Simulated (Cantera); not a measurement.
## Equilibrium for carbon deposition, reforming and gasification: CH4 + O2 + H2

Input: 1 mol CH4, 0.13 mol O2, a varied amount of H2, equilibrated at 1.80 bar.

Equilibrium computed with Cantera from the NASA thermochemical tables; the gas is ideal and each condensed phase is pure. Candidate condensed phases: C, C6H6, C7H8, C8H18, H2O; 110 gas species. Kinetics and transport are ignored.

Stable condensed phases:

```
T in K \ n(H2) in mol
         0.88  1.3  2.1  3.2  4.9  7.5   11   18   27   41   63   97
   1998     A    A    A    A    A    A    A    A    A    A    A    A
   1898     A    A    A    A    A    A    A    A    A    A    A    A
   1798     A    A    A    A    A    A    A    A    A    A    A    A
   1698     A    A    A    A    A    A    A    A    A    A    A    A
   1598     A    A    A    A    A    A    A    A    A    A    A    A
   1498     A    A    A    A    A    A    A    A    A    A    A    A
   1398     A    A    A    A    A    A    A    A    A    A    A    B
   1298     A    A    A    A    A    A    A    A    A    A    B    B
   1198     A    A    A    A    A    A    A    A    B    B    B    B
```

A: C; B: gas only.
